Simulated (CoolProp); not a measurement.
Vapour-liquid equilibrium of R134a (1) + R1234yf (2) at 1.61 MPa; x and y are mole fractions of (1).

The numbers come from the multi-fluid Helmholtz-energy mixture model, Tillner-Roth 1994 and Lemmon 2022; pair parameters Bell 2022 in CoolProp.

```json
[
 {"x": "0.05", "bubble temperature (°C)": "58.7", "y at the bubble point": "0.055", "dew temperature at overall composition x (°C)": "58.7", "liquid density (mol/L)": "8.378"},
 {"x": "0.125", "bubble temperature (°C)": "58.1", "y at the bubble point": "0.136", "dew temperature at overall composition x (°C)": "58.2", "liquid density (mol/L)": "8.515"},
 {"x": "0.2", "bubble temperature (°C)": "57.7", "y at the bubble point": "0.213", "dew temperature at overall composition x (°C)": "57.8", "liquid density (mol/L)": "8.655"},
 {"x": "0.275", "bubble temperature (°C)": "57.3", "y at the bubble point": "0.288", "dew temperature at overall composition x (°C)": "57.4", "liquid density (mol/L)": "8.798"},
 {"x": "0.35", "bubble temperature (°C)": "57.1", "y at the bubble point": "0.361", "dew temperature at overall composition x (°C)": "57.1", "liquid density (mol/L)": "8.945"},
 {"x": "0.425", "bubble temperature (°C)": "56.9", "y at the bubble point": "0.433", "dew temperature at overall composition x (°C)": "56.9", "liquid density (mol/L)": "9.096"},
 {"x": "0.5", "bubble temperature (°C)": "56.8", "y at the bubble point": "0.503", "dew temperature at overall composition x (°C)": "56.8", "liquid density (mol/L)": "9.251"},
 {"x": "0.575", "bubble temperature (°C)": "56.7", "y at the bubble point": "0.574", "dew temperature at overall composition x (°C)": "56.7", "liquid density (mol/L)": "9.411"},
 {"x": "0.65", "bubble temperature (°C)": "56.8", "y at the bubble point": "0.645", "dew temperature at overall composition x (°C)": "56.8", "liquid density (mol/L)": "9.576"},
 {"x": "0.725", "bubble temperature (°C)": "56.9", "y at the bubble point": "0.717", "dew temperature at overall composition x (°C)": "57.0", "liquid density (mol/L)": "9.745"},
 {"x": "0.8", "bubble temperature (°C)": "57.1", "y at the bubble point": "0.791", "dew temperature at overall composition x (°C)": "57.2", "liquid density (mol/L)": "9.920"},
 {"x": "0.875", "bubble temperature (°C)": "57.5", "y at the bubble point": "0.867", "dew temperature at overall composition x (°C)": "57.5", "liquid density (mol/L)": "10.10"},
 {"x": "0.95", "bubble temperature (°C)": "57.8", "y at the bubble point": "0.946", "dew temperature at overall composition x (°C)": "57.9", "liquid density (mol/L)": "10.29"}
]
```

y crosses x between x = 0.5 and 0.575: the model has an azeotrope there.

The pair parameters rest on a limited set of measurements; away from them the model extrapolates.
